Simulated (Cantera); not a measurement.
An isothermal, constant-pressure homogeneous reactor starts with 3.01 % H₂, 97.0 % O₂, at 1123 K and 0.00829 atm.

Model: the H2/O2 subset of GRI-Mech 3.0, which has no nitrogen chemistry, integrated in Cantera. Radical loss at walls, strong at low pressure, is not modelled.

x: mole fraction; the columns are a selection and need not sum to one.

```json
[
 {"t (s)": "3.00e-5", "x H₂": "0.0301", "x O₂": "0.970", "x H": "9.28e-11", "x OH": "1.41e-11", "x H₂O₂": "<1e-12"},
 {"t (s)": "6.68e-5", "x H₂": "0.0301", "x O₂": "0.970", "x H": "1.80e-10", "x OH": "6.02e-11", "x H₂O₂": "<1e-12"},
 {"t (s)": "0.000149", "x H₂": "0.0301", "x O₂": "0.970", "x H": "3.30e-10", "x OH": "2.29e-10", "x H₂O₂": "<1e-12"},
 {"t (s)": "0.000332", "x H₂": "0.0301", "x O₂": "0.970", "x H": "6.59e-10", "x OH": "7.93e-10", "x H₂O₂": "<1e-12"},
 {"t (s)": "0.000739", "x H₂": "0.0301", "x O₂": "0.970", "x H": "2.01e-9", "x OH": "___", "x H₂O₂": "<1e-12"},
 {"t (s)": "0.00165", "x H₂": "0.0301", "x O₂": "0.970", "x H": "1.75e-8", "x OH": "___", "x H₂O₂": "3.65e-12"},
 {"t (s)": "0.00367", "x H₂": "0.0301", "x O₂": "0.970", "x H": "1.84e-6", "x OH": "___", "x H₂O₂": "2.50e-11"},
 {"t (s)": "0.00818", "x H₂": "0.00760", "x O₂": "0.953", "x H": "0.00528", "x OH": "___", "x H₂O₂": "1.62e-7"},
 {"t (s)": "0.0182", "x H₂": "0.000339", "x O₂": "0.947", "x H": "0.00354", "x OH": "___", "x H₂O₂": "3.50e-8"},
 {"t (s)": "0.0406", "x H₂": "0.000272", "x O₂": "0.951", "x H": "0.00260", "x OH": "___", "x H₂O₂": "3.48e-8"},
 {"t (s)": "0.0904", "x H₂": "0.000185", "x O₂": "0.957", "x H": "0.00143", "x OH": "___", "x H₂O₂": "3.57e-8"},
 {"t (s)": "0.201", "x H₂": "9.17e-5", "x O₂": "0.964", "x H": "0.000487", "x OH": "___", "x H₂O₂": "3.51e-8"},
 {"t (s)": "0.449", "x H₂": "3.12e-5", "x O₂": "0.967", "x H": "9.59e-5", "x OH": "___", "x H₂O₂": "3.06e-8"},
 {"t (s)": "1.00", "x H₂": "8.12e-6", "x O₂": "0.969", "x H": "1.28e-5", "x OH": "___", "x H₂O₂": "2.19e-8"}
]
```

Problem. Fill in the missing entries.

Solution. 
- 0.000739, x OH: 3.24e-9
- 0.00165, x OH: 3.12e-8
- 0.00367, x OH: 3.32e-6
- 0.00818, x OH: 0.00357
- 0.0182, x OH: 0.00166
- 0.0406, x OH: 0.00149
- 0.0904, x OH: 0.00123
- 0.201, x OH: 0.000869
- 0.449, x OH: 0.000508
- 1.00, x OH: 0.000260
